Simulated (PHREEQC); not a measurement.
City or well water

Model water analysis in mg/L, 25 °C, pH 6.13, pe -0.9:

```
constituent          mg/L
------------------  -----
Na                   7.48
K                    5.06
Ca                   15.6
Mg                   6.97
Cl                   29.8
S(6) as SO4          19.3
Alkalinity as HCO3   32.9
F                   0.012
Fe(2)               0.375
```

Valence states are taken as typed.

Equilibrium calculation in PHREEQC: ion-association model, wateq4f.dat.

```
Property                        Value
--------------------  ---------------
ionic strength        0.00261 mol/kgw
charge-balance error            1.1 %
```

| species | molality | activity | log γ |
|---|---|---|---|
| CO2 | 0.000845 | 0.000846 | 0.000 |
| Cl- | 0.000841 | 0.000794 | -0.025 |
| HCO3- | 0.000536 | 0.000507 | -0.024 |
| Ca+2 | 0.000378 | 0.000303 | -0.096 |
| Na+ | 0.000325 | 0.000307 | -0.024 |
| Mg+2 | 0.000278 | 0.000223 | -0.095 |
| SO4-2 | 0.000184 | 0.000147 | -0.096 |
| K+ | 0.000129 | 0.000122 | -0.025 |
| CaSO4 | 8.91e-6 | 8.92e-6 | 0.000 |
| MgSO4 | 7.70e-6 | 7.70e-6 | 0.000 |
| Fe+2 | 6.30e-6 | 5.06e-6 | -0.095 |

This is a speciation only: nothing precipitates in the calculation. Species that the database lacks are ignored. Fluoro complexes past AlF4- and FeF3 are missing from the database.
